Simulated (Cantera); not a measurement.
# Adiabatic ignition

An adiabatic, constant-volume homogeneous reactor starts with 11.0 % CO, 0.517 % H2, 18.6 % O2, 69.9 % N2, equivalence ratio 0.31, at 1650 K and 56000 Pa.

Cantera simulation using GRI-Mech 3.0 (53 species, 325 reactions); the numbers are that mechanism's predictions, not measurements.

```json
[
 {"t (s)": "6.00e-6", "T (K)": "1650", "P (bar)": "0.560", "x CO": "0.110", "x H2": "0.00517", "x O2": "0.186", "x OH": "2.30e-7", "x HO2": "9.27e-8", "x H2O": "5.59e-8", "x H2O2": "5.43e-11"},
 {"t (s)": "1.56e-5", "T (K)": "1650", "P (bar)": "0.560", "x CO": "0.110", "x H2": "0.00517", "x O2": "0.186", "x OH": "1.82e-6", "x HO2": "2.12e-7", "x H2O": "9.93e-7", "x H2O2": "1.77e-10"},
 {"t (s)": "4.05e-5", "T (K)": "1650", "P (bar)": "0.560", "x CO": "0.110", "x H2": "0.00507", "x O2": "0.186", "x OH": "6.76e-5", "x HO2": "1.41e-6", "x H2O": "5.53e-5", "x H2O2": "1.53e-9"},
 {"t (s)": "0.000105", "T (K)": "1676", "P (bar)": "0.568", "x CO": "0.0959", "x H2": "0.000175", "x O2": "0.169", "x OH": "0.00164", "x HO2": "5.97e-6", "x H2O": "0.00336", "x H2O2": "6.29e-8"},
 {"t (s)": "0.000274", "T (K)": "1823", "P (bar)": "0.614", "x CO": "0.0572", "x H2": "0.000205", "x O2": "0.140", "x OH": "0.00236", "x HO2": "4.79e-6", "x H2O": "0.00177", "x H2O2": "3.78e-8"},
 {"t (s)": "0.000711", "T (K)": "2094", "P (bar)": "0.695", "x CO": "0.0370", "x H2": "0.000204", "x O2": "0.134", "x OH": "0.00325", "x HO2": "2.87e-6", "x H2O": "0.00213", "x H2O2": "1.83e-8"},
 {"t (s)": "0.00185", "T (K)": "2353", "P (bar)": "0.769", "x CO": "0.0246", "x H2": "0.000141", "x O2": "0.137", "x OH": "0.00344", "x HO2": "1.60e-6", "x H2O": "0.00304", "x H2O2": "9.28e-9"},
 {"t (s)": "0.00480", "T (K)": "2504", "P (bar)": "0.811", "x CO": "0.0145", "x H2": "8.48e-5", "x O2": "0.135", "x OH": "0.00297", "x HO2": "1.86e-6", "x H2O": "0.00369", "x H2O2": "8.70e-9"},
 {"t (s)": "0.0125", "T (K)": "2513", "P (bar)": "0.812", "x CO": "0.0126", "x H2": "7.53e-5", "x O2": "0.132", "x OH": "0.00279", "x HO2": "1.94e-6", "x H2O": "0.00383", "x H2O2": "9.10e-9"},
 {"t (s)": "0.0325", "T (K)": "2505", "P (bar)": "0.809", "x CO": "0.0122", "x H2": "7.35e-5", "x O2": "0.129", "x OH": "0.00271", "x HO2": "1.88e-6", "x H2O": "0.00388", "x H2O2": "8.94e-9"},
 {"t (s)": "0.0843", "T (K)": "2503", "P (bar)": "0.808", "x CO": "0.0121", "x H2": "7.31e-5", "x O2": "0.129", "x OH": "0.00269", "x HO2": "1.86e-6", "x H2O": "0.00389", "x H2O2": "8.90e-9"},
 {"t (s)": "0.219", "T (K)": "2502", "P (bar)": "0.808", "x CO": "0.0121", "x H2": "7.31e-5", "x O2": "0.129", "x OH": "0.00269", "x HO2": "1.86e-6", "x H2O": "0.00389", "x H2O2": "8.90e-9"},
 {"t (s)": "0.570", "T (K)": "2502", "P (bar)": "0.808", "x CO": "0.0121", "x H2": "7.31e-5", "x O2": "0.129", "x OH": "0.00269", "x HO2": "1.86e-6", "x H2O": "0.00389", "x H2O2": "8.90e-9"},
 {"t (s)": "1.48", "T (K)": "2502", "P (bar)": "0.808", "x CO": "0.0121", "x H2": "7.31e-5", "x O2": "0.129", "x OH": "0.00269", "x HO2": "1.86e-6", "x H2O": "0.00389", "x H2O2": "8.90e-9"},
 {"t (s)": "3.85", "T (K)": "2502", "P (bar)": "0.808", "x CO": "0.0121", "x H2": "7.31e-5", "x O2": "0.129", "x OH": "0.00269", "x HO2": "1.86e-6", "x H2O": "0.00389", "x H2O2": "8.90e-9"},
 {"t (s)": "10.0", "T (K)": "2502", "P (bar)": "0.808", "x CO": "0.0121", "x H2": "7.31e-5", "x O2": "0.129", "x OH": "0.00269", "x HO2": "1.86e-6", "x H2O": "0.00389", "x H2O2": "8.90e-9"}
]
```
x: mole fraction; the columns are a selection and need not sum to one.

```
Property                                                            Result
---------------------------------  ---------------------------------------
time of steepest temperature rise                                 0.221 ms
temperature at 10.0 s                                               2502 K
equilibrium temperature                                             2502 K
x(CO) at 10.0 s                      0.0121 (gas-phase equilibrium 0.0121)
x(H2) at 10.0 s                    7.31e-5 (gas-phase equilibrium 7.31e-5)
x(O2) at 10.0 s                        0.129 (gas-phase equilibrium 0.129)
```
